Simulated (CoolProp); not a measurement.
A simple Rankine cycle with R236EA: condensing at 297.15 K, boiler at 1.71 MPa, turbine inlet 411 K, turbine efficiency 0.85, pump efficiency 0.6, no recuperator. Each further row changes one setting.

Values from CoolProp's reference Helmholtz-energy equation of state, Rui 2013.

```
case                             thermal efficiency (%)  net work (kJ/kg)  heat in (kJ/kg)  turbine exit temperature (K)  volume ratio over the turbine
-------------------------------  ----------------------  ----------------  ---------------  ----------------------------  -----------------------------
as stated                                             …              32.6              247                             …                           9.13
condensing temperature 289.15 K                    14.4              37.1                …                         355.1                           12.1
boiler pressure 1.2 MPa                            11.4              28.9              254                         371.2                           6.11
turbine efficiency 0.75                               …                 …              247                         364.7                           9.25
```

Question: Some entries are withheld; supply them.

Answer: 
- as stated, thermal efficiency (%): 13.2
- as stated, turbine exit temperature (K): 360.5
- condensing temperature 289.15 K, heat in (kJ/kg): 257
- turbine efficiency 0.75, thermal efficiency (%): 11.5
- turbine efficiency 0.75, net work (kJ/kg): 28.5
